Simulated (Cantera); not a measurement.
Charge: 1 mol SiHCl3, 6.6 mol N2, equilibrated at 1752 °C and 1500 Pa.

Method: chemical equilibrium by Gibbs-energy minimisation in Cantera with the NASA 1993 tables (ideal gas, pure condensed phases). Candidate condensed phases: NH4Cl, Si, Si3N4; 28 gas species. The tables' values for SiCl3, SiCl are old estimates; treat these amounts as uncertain. Equilibrium is a limit: real reactors are often held back by kinetics, nucleation or transport.

Base state: N2 0.763, SiCl2 0.111, HCl 0.0994, Cl 0.0135, H2 0.00742, SiCl3 0.00332, H 0.00135, SiCl 0.000521 (mole fractions); condensed: gas only.

**Question.** What changes in the equilibrium state with this change: temperature from 1752 °C to 600 °C?

**Answer.** 
| species | before | after |
|---|---|---|
| N2 | 0.763 | 0.814 |
| HCl | 0.0994 | 0.0999 |
| SiCl4 | 0.000109 | 0.0718 |
| SiCl2 | 0.111 | 1.36e-8 |
| Cl | 0.0135 | <1e-9 |
| H2 | 0.00742 | 0.0146 |
| H | 0.00135 | <1e-9 |
| SiCl | 0.000521 | <1e-9 |
| Si3N4(s), mol | 0 | 0.148 |
N2 is the only nitrogen source here; it is nearly inert below about 1500 K, so the nitride shown seldom forms there in practice.
